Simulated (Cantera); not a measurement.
A freely propagating, adiabatic, planar premixed flame of H2 : O2 : N2 = 1 : 0.943 : 3.55 (molar parts), equivalence ratio 0.53, unburnt at 675 K and 1.01 bar; mixture-averaged transport, grid criteria slope 0.08 and curve 0.16, no radiation.

Cantera simulation using the H2/O2 subset of GRI-Mech 3.0, which has no nitrogen chemistry; the numbers are that mechanism's predictions, not measurements. Burning velocities carry a grid error of a few per cent, more on coarse grids. Lean hydrogen flames are cellular in practice and burn faster than this planar one.

**Question.** How do the results move with these cheaper or finer settings: unity-Lewis-number transport; multicomponent transport; multicomponent+Soret transport; grid criteria slope 0.5, curve 1; grid criteria slope 0.25, curve 0.5; grid criteria slope 0.03, curve 0.06?

**Answer.** 
| setting | laminar burning velocity | thermal thickness | peak x(O) | peak x(H2O2) | grid points |
|---|---|---|---|---|---|
| as above | 506 cm/s | 0.444 mm | 0.0119 | 1.28e-5 | 122 |
| unity-Lewis-number transport | 397 cm/s | 0.308 mm | 0.0138 | 7.76e-6 | 117 |
| multicomponent transport | 501 cm/s | 0.440 mm | 0.0119 | 1.30e-5 | 123 |
| multicomponent+Soret transport | 471 cm/s | 0.438 mm | 0.0117 | 1.35e-5 | 123 |
| grid criteria slope 0.5, curve 1 | 720 cm/s | 0.595 mm | 0.0122 | 9.91e-6 | 43 |
| grid criteria slope 0.25, curve 0.5 | 598 cm/s | 0.502 mm | 0.0124 | 1.12e-5 | 53 |
| grid criteria slope 0.03, curve 0.06 | 487 cm/s | 0.432 mm | 0.0118 | 1.33e-5 | 273 |
Unity Lewis numbers drop preferential diffusion, which matters most where H2 and H carry the flame; Soret adds thermal diffusion.
